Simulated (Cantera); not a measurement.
## Equilibrium for nitride etching: BN + H2 + N2 + O2

Input: 1 mol BN, 2.9 mol H2, 0.88 mol N2, 0.1 mol O2, at 0.470 bar.

Cantera equilibrium calculation (NASA polynomials, part measured and part estimated; ideal gas, pure solids and liquids). Candidate condensed phases: B, BN, B2O3, B3O3H3, H2O; 39 gas species. Mutual solubility and eutectic melting of coexisting phases are not modelled. Gases not in the tables: H3BO3. Kinetics and transport are ignored.

From 550 °C to 1450 °C the condensed part is BN(s) + B2O3(l).

```tsv
T (°C)	log p H2	log p N2	log p HBO2	log p HBO	log p H2O	log p B2O3	log p NH3	n BN(s)	n B2O3(l)
550	-0.45	-0.94	-7.94	-12.25	-2.76	<-12	-3.77	0.876	0.0618
700	-0.45	-0.94	-6.22	-9.37	-2.77	-12.05	-4.30	0.876	0.0620
850	-0.45	-0.94	-4.99	-7.27	-2.80	-9.21	-4.70	0.875	0.0623
1000	-0.45	-0.94	-4.07	-5.68	-2.83	-7.06	-5.01	0.875	0.0621
1150	-0.45	-0.94	-3.36	-4.43	-2.86	-5.39	-5.25	0.875	0.0604
1300	-0.45	-0.94	-2.79	-3.43	-2.89	-4.05	-5.45	0.877	0.0526
1450	-0.46	-0.94	-2.34	-2.61	-2.92	-2.95	-5.62	0.879	0.0217
```
log p: log10 of the partial pressure in bar; n: condensed amount in mol.
